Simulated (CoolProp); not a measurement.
Properties of CF4 (R14) along the isotherm -141.45 °C (Tc = -45.8 °C, pc = 37.62 bar, ω = 0.178).

Computed with CoolProp (reference Helmholtz-energy equation of state, Platzer 1990). This equation is an older, rougher fit; its heat capacities, sound speeds and derivatives of the liquid may be far off and weren't checked against measurements.

```json
[
 {"p (bar)": "1.19", "phase": "liquid", "viscosity (µPa s)": "306", "conductivity (mW/(m K))": "106", "fugacity coefficient": "0.2938"},
 {"p (bar)": "2.44", "phase": "liquid", "viscosity (µPa s)": "306", "conductivity (mW/(m K))": "106", "fugacity coefficient": "0.1441"},
 {"p (bar)": "5.02", "phase": "liquid", "viscosity (µPa s)": "307", "conductivity (mW/(m K))": "106", "fugacity coefficient": "0.07093"},
 {"p (bar)": "10.3", "phase": "liquid", "viscosity (µPa s)": "308", "conductivity (mW/(m K))": "106", "fugacity coefficient": "0.03546"},
 {"p (bar)": "21.2", "phase": "liquid", "viscosity (µPa s)": "311", "conductivity (mW/(m K))": "107", "fugacity coefficient": "0.01815"},
 {"p (bar)": "43.4", "phase": "liquid", "viscosity (µPa s)": "317", "conductivity (mW/(m K))": "108", "fugacity coefficient": "0.009858"},
 {"p (bar)": "89.2", "phase": "liquid", "viscosity (µPa s)": "328", "conductivity (mW/(m K))": "110", "fugacity coefficient": "0.005963"}
]
```

Viscosity comes from a separate model (Huber 2003), an estimate that may be off by 10 % or more. Thermal conductivity comes from a separate model (Huber 2003), an estimate that may be off by 10 % or more.
